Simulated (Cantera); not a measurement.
An isothermal, constant-pressure homogeneous reactor starts with CO : O2 : H2O : N2 = 0.027 : 0.078 : 0.022 : 1 (molar parts), equivalence ratio 0.17, at 1375 K and 1.00 atm.

Computed with Cantera and GRI-Mech 3.0 (53 species, 325 reactions).

x: mole fraction; the columns are a selection and need not sum to one.

```csv
t (s),x CO,x O2,x H2O,x NO,x N2O
0.000100,0.0240,0.0692,0.0195,<1e-12,5.91e-12
0.000228,0.0240,0.0692,0.0195,<1e-12,1.31e-10
0.000518,0.0220,0.0678,0.0192,7.63e-9,5.15e-8
0.00118,0.00617,0.0602,0.0190,9.09e-7,5.25e-7
0.00268,___,0.0583,0.0195,1.16e-6,___
0.00611,0.000230,0.0580,0.0197,1.20e-6,8.73e-7
0.0139,4.15e-5,0.0579,0.0197,1.21e-6,9.09e-7
0.0316,6.80e-6,0.0579,0.0197,1.22e-6,8.57e-7
0.0720,___,0.0579,0.0197,1.23e-6,___
0.164,1.56e-7,0.0579,0.0198,1.23e-6,4.18e-7
0.373,6.93e-8,0.0579,0.0198,1.23e-6,1.38e-7
0.848,6.39e-8,0.0579,0.0198,1.23e-6,3.10e-8
1.93,6.37e-8,0.0579,0.0198,1.23e-6,2.44e-8
4.39,6.37e-8,0.0579,0.0198,1.23e-6,2.44e-8
10.0,6.37e-8,0.0579,0.0198,1.24e-6,2.44e-8
```

Task: Fill in the missing entries.

Result: 
- 0.00268, x CO: 0.00120
- 0.00268, x N2O: 7.48e-7
- 0.0720, x CO: 9.86e-7
- 0.0720, x N2O: 6.96e-7
